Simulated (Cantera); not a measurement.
Feed: 1 mol CuO, 210 mol H2, at 0.140 bar.

Cantera equilibrium calculation (NASA polynomials, part measured and part estimated; ideal gas, pure solids and liquids). Candidate condensed phases: Cu, CuO, Cu(OH)2, Cu2O, H2O; 12 gas species. The numbers say what is thermodynamically allowed, not how fast it happens.

x: gas mole fraction; n: condensed amount in mol.

| T (K) | x H2 | x H2O | x Cu | x H | x Cu2 | n Cu(s) | n Cu(l) |
|---|---|---|---|---|---|---|---|
| 848 | 0.995 | 0.00476 | <1e-12 | 5.07e-11 | <1e-12 | 1.00 | 0 |
| 923 | 0.995 | 0.00476 | 3.91e-12 | 6.52e-10 | <1e-12 | 1.00 | 0 |
| 998 | 0.995 | 0.00476 | 1.03e-10 | 5.74e-9 | <1e-12 | 1.00 | 0 |
| 1073 | 0.995 | 0.00476 | 1.70e-9 | 3.74e-8 | <1e-12 | 1.00 | 0 |
| 1148 | 0.995 | 0.00476 | 1.94e-8 | 1.91e-7 | <1e-12 | 1.000 | 0 |
| 1223 | 0.995 | 0.00476 | 1.64e-7 | 8.02e-7 | ___ | 1.000 | 0 |
| 1298 | 0.995 | 0.00476 | 1.07e-6 | 2.86e-6 | ___ | 1.000 | 0 |
| 1373 | 0.995 | 0.00476 | 5.65e-6 | 8.88e-6 | ___ | 0 | 0.999 |
| 1448 | 0.995 | 0.00476 | 2.37e-5 | 2.46e-5 | ___ | 0 | 0.995 |
| 1523 | 0.995 | 0.00476 | 8.60e-5 | 6.16e-5 | ___ | 0 | 0.982 |
| 1598 | 0.995 | 0.00476 | 0.000276 | 0.000142 | ___ | 0 | 0.942 |

Question: What belongs in the gaps?

Answer: 
- 1223, x Cu2: 6.04e-12
- 1298, x Cu2: 8.66e-11
- 1373, x Cu2: 8.96e-10
- 1448, x Cu2: 6.55e-9
- 1523, x Cu2: 3.90e-8
- 1598, x Cu2: 1.95e-7
